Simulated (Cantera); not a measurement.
Pyrogenic steam for wet oxidation

An isothermal, constant-pressure homogeneous reactor starts with H2 : O2 : N2 = 1.6 : 1 : 0.64 (molar parts), at 1023 K and 100.0 Torr.

Computed with Cantera and GRI-Mech 3.0 (53 species, 325 reactions). Radical loss at walls, strong at low pressure, is not modelled. The temperature is held fixed by assumption; the heat of reaction is taken as removed at once.

```tsv
t (s)	x H2	x O2	x H	x O	x HO2
0.000500	0.286	0.224	0.0994	0.0111	5.50e-5
0.00158	0.00748	0.0851	0.000670	0.000356	4.36e-5
0.00500	0.00177	0.0827	2.66e-5	3.37e-5	2.47e-5
0.0158	0.000515	0.0822	2.30e-6	4.24e-6	1.13e-5
0.0500	0.000143	0.0820	2.24e-7	5.07e-7	3.88e-6
0.158	2.98e-5	0.0820	2.00e-8	5.94e-8	8.87e-7
0.500	2.63e-6	0.0820	1.01e-9	8.86e-9	8.62e-8
1.58	3.10e-8	0.0820	1.40e-11	2.96e-9	3.43e-9
5.00	3.29e-9	0.0820	2.56e-12	1.35e-9	1.03e-9
15.8	1.55e-9	0.0820	<1e-12	5.72e-10	8.61e-10
50.0	1.10e-9	0.0820	<1e-12	2.87e-10	9.72e-10
```
x: mole fraction; the columns are a selection and need not sum to one.

Equilibrium at this temperature and pressure: H2 1.08e-9, O2 0.0820, H <1e-12, O 2.46e-10, HO2 1.02e-9 (gas phase only).
